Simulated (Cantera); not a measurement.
A closed system holds: 1 mol Fe2O3, 0.011 mol Cl2, 0.22 mol O2, equilibrated at 0.110 bar.

These are equilibrium values from Cantera (NASA tables, ideal gas, pure condensed phases), not measurements of a reactor. Candidate condensed phases: Fe, FeCl2, FeCl3, FeO, Fe2O3, Fe3O4; 13 gas species. Rates play no part. All values below are at 1198 K.

Base state: O2 0.952, Cl2 0.0440, Cl 0.00293, FeCl3 0.00102, FeCl2 0.000468, ClO 3.74e-5 (mole fractions); condensed: Fe2O3(s).

Q: What changes in the equilibrium state with this change: pressure from 0.110 bar to 1.00 bar?

A: 
| species | before | after |
|---|---|---|
| O2 | 0.952 | 0.952 |
| Cl2 | 0.0440 | 0.0460 |
| Cl | 0.00293 | 0.000993 |
| FeCl3 | 0.00102 | 0.000628 |
| FeCl2 | 0.000468 | 9.34e-5 |
| ClO | 3.74e-5 | 3.83e-5 |
| Fe2O3(s), mol | 1.000 | 1.000 |
